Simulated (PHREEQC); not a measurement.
Make-up at 25 °C: 94 mmol/kgw CdCl2, 0.068 mmol/kgw NaOH and 6.8 mmol/kgw FeSO4. Closed to the air; pH follows from the charge balance.

All values are PHREEQC results (ion-association model, wateq4f.dat), not measurements.

```yaml
pH: 6.54
ionic_strength: 0.137 mol/kgw
total_alkalinity: 0.0680 meq/kg
```

```tsv
species	molality	activity	log γ
Cl-	0.0997	0.0738	-0.130
CdCl+	0.0587	0.0449	-0.117
Cd+2	0.0186	0.00636	-0.467
CdCl2	0.0134	0.0138	0.014
Fe+2	0.00602	0.00220	-0.437
SO4-2	0.00383	0.00128	-0.475
CdSO4	0.00228	0.00236	0.014
CdCl3-	0.000842	0.000643	-0.117
FeSO4	0.000487	0.000503	0.014
FeCl+	0.000294	0.000224	-0.117
Cd(SO4)2-2	9.73e-5	3.32e-5	-0.467
Na+	6.76e-5	5.16e-5	-0.117
CdOHCl	6.22e-5	6.42e-5	0.014
FeOH+	3.16e-6	2.41e-6	-0.117
```

No solid was allowed to form.
